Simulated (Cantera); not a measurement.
Input: 1 mol Si, 0.52 mol Br2, 32 mol H2, held at 352 °C and 5.03 Torr.

These are equilibrium values from Cantera (NASA tables, ideal gas, pure condensed phases), not measurements of a reactor. Candidate condensed phases: Br2, Si; 19 gas species. Rates play no part.

Base state: H2 0.992, SiBr4 0.00759, SiHBr3 0.000493, HBr 0.000378, SiH2Br2 1.48e-5 (mole fractions); condensed: Si(s).

What changes in the equilibrium state with this change: pressure from 5.03 Torr to 0.0105 Torr?


```
species       before     after
----------  --------  --------
H2             0.992     0.991
SiBr4        0.00759   0.00754
HBr         0.000378   0.00176
SiHBr3      0.000493  0.000105
SiH2Br2      1.48e-5   6.73e-7
Si(s), mol     0.739     0.753
```

What changes in the equilibrium state with this change: Br2 from 0.52 to 1.7 mol?


```json
[
 {"species": "H2", "before": "0.992", "after": "0.973"},
 {"species": "SiBr4", "before": "0.00759", "after": "0.0248"},
 {"species": "SiHBr3", "before": "0.000493", "after": "0.00119"},
 {"species": "SiH2Br2", "before": "1.48e-5", "after": "2.63e-5"},
 {"species": "HBr", "before": "0.000378", "after": "0.000504"},
 {"species": "Si(s), mol", "before": "0.739", "after": "0.144"}
]
```

What changes in the equilibrium state with this change: Br2 from 0.52 to 2.2 mol?


| species | before | after |
|---|---|---|
| H2 | 0.992 | 0.958 |
| SiBr4 | 0.00759 | 0.0301 |
| HBr | 0.000378 | 0.0121 |
| SiH2Br2 | 1.48e-5 | 5.32e-8 |
| SiHBr3 | 0.000493 | 5.89e-5 |
| Si(s), mol | 0.739 | 0 |
